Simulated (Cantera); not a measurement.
Cantera run:

```python
import numpy as np
import cantera as ct

gas_names = """
    H H2 N NH NH2 NH3 N2 N2H2 N2H4 Si SiH SiH2 SiH3 SiH4 SiN Si2 Si2N Si3
""".split()
cond_names = """
    Si(cr) Si(L) Si3N4(a)
""".split()


def load(file, names, dense=False):
    # The tables refer to 1 bar. Condensed volumes are neglected.
    table = {s.name: s for s in ct.Species.list_from_file(file)}
    out = []
    for n in names:
        d = dict(table[n].input_data)
        d["thermo"] = dict(d["thermo"], **{"reference-pressure": 1e5})
        if dense:
            d["equation-of-state"] = {"model": "constant-volume", "density": "1e6 g/cm^3"}
        out.append(ct.Species.from_dict(d))
    return out


gas = ct.Solution(thermo="ideal-gas", species=load("nasa_gas.yaml", gas_names))
cond = {s.name: ct.Solution(thermo="fixed-stoichiometry", species=[s], name=s.name)
        for s in load("nasa_condensed.yaml", cond_names, dense=True)}
atoms = {
    'trisilylamine': {'Si': 3, 'N': 1, 'H': 9},
    'NH3': {'N': 1, 'H': 3},
    'N2': {'N': 2},
}
top_T = {'Si3N4(a)': 2400}  # K; cautious upper limits of use, not melting points


def equilibrate(T, P, feed):
    n = {}
    for name, mol in feed.items():
        for a, k in atoms[name].items():
            n[a] = n.get(a, 0.0) + k * mol
    gas.TPX = T, P, n
    mass = sum(n.values()) * gas.mean_molecular_weight
    gas.equilibrate("TP")
    valid = [c for c in cond.values() if c.min_temp <= T <= top_T.get(c.name, c.max_temp)]
    mix = ct.Mixture([(gas, mass / gas.mean_molecular_weight)] + [(c, 0.0) for c in valid])
    mix.T, mix.P = T, P
    mix.equilibrate("TP", solver="vcs", rtol=1e-11, max_steps=5000)
    return mix


results = []
feed = {'trisilylamine': 1, 'NH3': 0.48, 'N2': 28}  # mol
T = 1875  # K
for P in [5, 36, 260, 1900, 14000, 100000]:
    mix = equilibrate(T, P, feed)
    results.append((T, P, feed, dict(zip(mix.species_names, mix.species_moles))))

top = {s: max(r[3][s] / sum(r[3][g] for g in gas_names) for r in results) for s in gas_names}
cols = sorted((s for s in top if top[s] > 1e-05), key=lambda s: -top[s])[:8]
seen = [c for c in cond_names if any(r[3].get(c, 0) > 1e-12 for r in results)]
print("log10 of partial pressures in bar; condensed amounts in mol")
print(f"{'P/Pa':>10s}" + "".join(f"{s[:9]:>10s}" for s in cols + seen))
for T, P, feed, n in results:
    ng = sum(n[g] for g in gas_names)
    print(f"{P:10.4g}" + "".join(f"{np.log10(max(n[s] / ng * P / 1e5, 1e-99)):10.3f}" for s in cols)
          + "".join(f"{n.get(c, 0):10.4g}" for c in seen))
```

It prints:

```
log10 of partial pressures in bar; condensed amounts in mol
      P/Pa        N2        H2        Si         H       Si2      Si2N       SiH       SiN     Si(L)  Si3N4(a)
         5    -4.417    -5.212    -5.405    -5.790    -7.891    -8.250    -8.044    -8.060         0         0
        36    -3.530    -4.291    -5.043    -5.329    -7.168    -7.083    -7.221    -7.254     2.072         0
       260    -2.660    -3.408    -5.043    -4.888    -7.168    -6.648    -6.780    -6.819     2.868         0
      1900    -1.794    -2.538    -5.043    -4.452    -7.168    -6.215    -6.345    -6.386     2.979         0
   1.4e+04    -0.931    -1.642    -5.452    -4.004    -7.987    -6.602    -6.306    -6.364         0    0.9996
     1e+05    -0.078    -0.787    -6.022    -3.577    -9.125    -7.314    -6.448    -6.507         0         1
```

Cantera equilibrium calculation (NASA polynomials, part measured and part estimated; ideal gas, pure solids and liquids). The feed counts by its element totals alone. The tables' values for SiN are old estimates; treat these amounts as uncertain.
